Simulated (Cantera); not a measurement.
A perfectly stirred reactor is fed with 7.83 % CH4, 3.99 % C2H6, 18.6 % O2, 69.6 % N2, at 5.00 bar; it is adiabatic with a 800 K inlet, and is followed from long to short residence time, starting on the burning branch (τ in s: 0.16, 0.047, 0.014, 0.0039, 0.0011, 0.00032, 9.3e-05, 2.7e-05, 7.7e-06).

Model: GRI-Mech 3.0 (53 species, 325 reactions), integrated in Cantera.

One state of this run: T (K) = 2234; x CH4 = 0.000410; x C2H6 = 5.34e-7; x O2 = 0.000111; x NO = 0.000166; x OH = 0.000299. x: mole fraction; the columns are a selection and need not sum to one.

### Question
Which value of τ (s) does it belong to?
(A) 0.0011
(B) 0.014
(C) 9.3e-5
(D) 7.7e-6

### Answer
B, 0.014
